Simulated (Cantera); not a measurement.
# Fluorocarbon and chlorocarbon gases: CF4 + F2

Charge: 1 mol CF4, 0.19 mol F2, equilibrated at 0.170 bar.

Method: chemical equilibrium by Gibbs-energy minimisation in Cantera with the NASA 1993 tables (ideal gas, pure condensed phases). Candidate condensed phases: C; 23 gas species. Ions and electrons are included (thermal ionisation). Gases not in the tables: C2F6 and larger saturated fluorocarbons. The numbers say what is thermodynamically allowed, not how fast it happens.

From 2000 K to 5000 K nothing is condensed. The main C-bearing gas is CF4 at 2000 K and C at 5000 K.

```tsv
T (K)	x F	x CF4	x CF2	x C	x CF	x C3	x CF3	x C2
2000	0.275	0.725	4.71e-6	<1e-12	5.34e-11	<1e-12	5.08e-5	<1e-12
2250	0.280	0.717	0.00196	4.00e-12	7.21e-7	<1e-12	0.00184	<1e-12
2500	0.406	0.496	0.0818	2.51e-8	0.000340	4.94e-11	0.0158	1.77e-10
2750	0.657	0.0747	0.246	3.23e-6	0.00625	3.05e-7	0.0156	2.03e-7
3000	0.713	0.00320	0.241	0.000137	0.0380	0.000180	0.00437	3.96e-5
3250	0.759	0.000123	0.131	0.00185	0.0979	0.00708	0.000826	0.00109
3500	0.816	3.99e-6	0.0399	0.00851	0.111	0.0199	0.000103	0.00457
3750	0.839	1.39e-7	0.0103	0.0249	0.0924	0.0230	1.20e-5	0.00962
4000	0.841	5.97e-9	0.00265	0.0560	0.0677	0.0177	1.49e-6	0.0142
4250	0.833	3.04e-10	0.000672	0.0987	0.0438	0.00903	1.97e-7	0.0150
4500	0.823	1.80e-11	0.000166	0.138	0.0249	0.00296	2.72e-8	0.0111
4750	0.818	1.27e-12	4.17e-5	0.162	0.0131	0.000722	4.09e-9	0.00643
5000	0.816	<1e-12	1.12e-5	0.174	0.00689	0.000164	6.96e-10	0.00341
```
x: gas mole fraction; nothing condenses.
